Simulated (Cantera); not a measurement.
## Stirred combustor or abatement burner

A perfectly stirred reactor is fed with 5.61 % CH4, 5.22 % CO, 14.0 % O2, 75.2 % N2, equivalence ratio 0.99, at 0.550 bar; it is adiabatic with a 775 K inlet, and is followed from long to short residence time, starting on the burning branch (τ in s: 0.36, 0.14, 0.057, 0.023, 0.0091, 0.0036, 0.0015, 0.00058, 0.00023, 9.2e-05, 3.7e-05).

Detailed kinetics in Cantera: GRI-Mech 3.0 (53 species, 325 reactions).

```json
[
 {"τ (s)": "0.36", "T (K)": "2224", "x CH4": "1.09e-6", "x CO": "0.0134", "x O2": "0.00833", "x HO2": "5.48e-7", "x H2O2": "2.83e-8", "x C2H": "<1e-12", "x N2O": "1.09e-7"},
 {"τ (s)": "0.14", "T (K)": "2207", "x CH4": "2.37e-6", "x CO": "0.0150", "x O2": "0.00945", "x HO2": "6.24e-7", "x H2O2": "3.10e-8", "x C2H": "1.30e-12", "x N2O": "1.07e-7"},
 {"τ (s)": "0.057", "T (K)": "2178", "x CH4": "4.64e-6", "x CO": "0.0176", "x O2": "0.0111", "x HO2": "7.62e-7", "x H2O2": "3.60e-8", "x C2H": "3.61e-12", "x N2O": "1.00e-7"},
 {"τ (s)": "0.023", "T (K)": "2133", "x CH4": "8.77e-6", "x CO": "0.0213", "x O2": "0.0134", "x HO2": "1.02e-6", "x H2O2": "4.54e-8", "x C2H": "8.25e-12", "x N2O": "9.05e-8"},
 {"τ (s)": "0.0091", "T (K)": "2072", "x CH4": "1.69e-5", "x CO": "0.0257", "x O2": "0.0161", "x HO2": "1.49e-6", "x H2O2": "6.20e-8", "x C2H": "1.76e-11", "x N2O": "8.09e-8"},
 {"τ (s)": "0.0036", "T (K)": "2000", "x CH4": "3.37e-5", "x CO": "0.0302", "x O2": "0.0190", "x HO2": "2.21e-6", "x H2O2": "8.87e-8", "x C2H": "3.88e-11", "x N2O": "7.31e-8"},
 {"τ (s)": "0.0015", "T (K)": "1924", "x CH4": "6.88e-5", "x CO": "0.0344", "x O2": "0.0219", "x HO2": "3.17e-6", "x H2O2": "1.27e-7", "x C2H": "8.94e-11", "x N2O": "6.73e-8"},
 {"τ (s)": "0.00058", "T (K)": "1838", "x CH4": "0.000165", "x CO": "0.0394", "x O2": "0.0255", "x HO2": "4.70e-6", "x H2O2": "1.90e-7", "x C2H": "2.58e-10", "x N2O": "6.24e-8"},
 {"τ (s)": "0.00023", "T (K)": "1750", "x CH4": "0.000451", "x CO": "0.0471", "x O2": "0.0308", "x HO2": "7.69e-6", "x H2O2": "2.78e-7", "x C2H": "8.94e-10", "x N2O": "5.85e-8"},
 {"τ (s)": "9.2e-5", "T (K)": "1611", "x CH4": "0.00252", "x CO": "0.0675", "x O2": "0.0475", "x HO2": "2.94e-5", "x H2O2": "4.17e-7", "x C2H": "6.05e-9", "x N2O": "4.36e-8"},
 {"τ (s)": "3.7e-5", "T (K)": "775", "x CH4": "0.0561", "x CO": "0.0522", "x O2": "0.140", "x HO2": "<1e-12", "x H2O2": "<1e-12", "x C2H": "<1e-12", "x N2O": "<1e-12"}
]
```
x: mole fraction; the columns are a selection and need not sum to one.
